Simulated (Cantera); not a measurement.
What does this Cantera script print?

```python
import numpy as np
import cantera as ct

gas_names = """
    Fe FeO Fe(OH)2 H HO2 H2 H2O H2O2 O OH O2 O3
""".split()
cond_names = """
    Fe(a) Fe(c) Fe(d) Fe(L) FeO(s) FeO(L) Fe(OH)2(s) Fe(OH)3(s) Fe2O3(s) Fe3O4(s) H2O(s) H2O(L)
""".split()


def load(file, names, dense=False):
    # The tables refer to 1 bar. Condensed volumes are neglected.
    table = {s.name: s for s in ct.Species.list_from_file(file)}
    out = []
    for n in names:
        d = dict(table[n].input_data)
        d["thermo"] = dict(d["thermo"], **{"reference-pressure": 1e5})
        if dense:
            d["equation-of-state"] = {"model": "constant-volume", "density": "1e6 g/cm^3"}
        out.append(ct.Species.from_dict(d))
    return out


gas = ct.Solution(thermo="ideal-gas", species=load("nasa_gas.yaml", gas_names))
cond = {s.name: ct.Solution(thermo="fixed-stoichiometry", species=[s], name=s.name)
        for s in load("nasa_condensed.yaml", cond_names, dense=True)}
atoms = {
    'Fe3O4': {'Fe': 3, 'O': 4},
    'H2O': {'H': 2, 'O': 1},
}
top_T = {'Fe2O3(s)': 1830, 'Fe3O4(s)': 1870}  # K; cautious upper limits of use, not melting points


def equilibrate(T, P, feed):
    n = {}
    for name, mol in feed.items():
        for a, k in atoms[name].items():
            n[a] = n.get(a, 0.0) + k * mol
    gas.TPX = T, P, n
    mass = sum(n.values()) * gas.mean_molecular_weight
    gas.equilibrate("TP")
    valid = [c for c in cond.values() if c.min_temp <= T <= top_T.get(c.name, c.max_temp)]
    mix = ct.Mixture([(gas, mass / gas.mean_molecular_weight)] + [(c, 0.0) for c in valid])
    mix.T, mix.P = T, P
    mix.equilibrate("TP", solver="vcs", rtol=1e-11, max_steps=5000)
    return mix


results = []
feed = {'Fe3O4': 1, 'H2O': 0.27}  # mol
T = 1675  # K
P = 100000  # Pa
mix = equilibrate(T, P, feed)
results.append((T, P, feed, dict(zip(mix.species_names, mix.species_moles))))
x = sorted(zip(gas.X, gas.species_names), reverse=True)
print(f"T = {T:g} K  P = {P:g} Pa  gas = {mix.phase_moles(0):.4g} mol")
print("   x: " + "  ".join(f"{s} {v:.3e}" for v, s in x if v > 0.0001))
print("   condensed (mol): " + ("  ".join(f"{mix.phase(i).name} {mix.phase_moles(i):.4g}"
      for i in range(1, mix.n_phases) if mix.phase_moles(i) > 1e-12) or "none"))
```

Output:

```
T = 1675 K  P = 100000 Pa  gas = 0.2701 mol
   x: H2O 9.986e-01  H2 8.105e-04  O2 3.609e-04  OH 1.970e-04
   condensed (mol): Fe3O4(s) 1
```

Equilibrium computed with Cantera from the NASA thermochemical tables; the gas is ideal and each condensed phase is pure.
